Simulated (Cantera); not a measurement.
Mixture: CH4 : H2 : O2 : N2 = 1 : 0.39 : 2.19 : 8.25 (molar parts), equivalence ratio 1.0, at 0.582 atm, adiabatic and at constant volume. Ignition delay is the time to a rise of 400 K.

Detailed kinetics in Cantera: GRI-Mech 3.0 (53 species, 325 reactions).

Question: What does this change do: CH4 1 to 2.2 parts?

Answer: 
```
quantity                                                before       after
--------------------------------------------------  ----------  ----------
delay at 1125 K                                        9.99 ms     48.6 ms
delay at 1275 K                                        2.38 ms     9.14 ms
delay at 1425 K                                       0.726 ms     2.01 ms
delay at 1575 K                                       0.284 ms    0.575 ms
delay at 1725 K                                       0.131 ms    0.211 ms
apparent activation energy between 1650 and 1800 K  120 kJ/mol  150 kJ/mol
```

Question: What does this change do: pressure from 0.582 atm to 13.8 atm?

Answer: 
```tsv
quantity	before	after
delay at 1125 K	9.99 ms	0.927 ms
delay at 1275 K	2.38 ms	0.161 ms
delay at 1425 K	0.726 ms	53.8 µs
delay at 1575 K	0.284 ms	20.7 µs
delay at 1725 K	0.131 ms	8.63 µs
apparent activation energy between 1650 and 1800 K	120 kJ/mol	140 kJ/mol
```
The pressure lies above the range GRI-Mech 3.0 was tuned for (to about 10 atm).
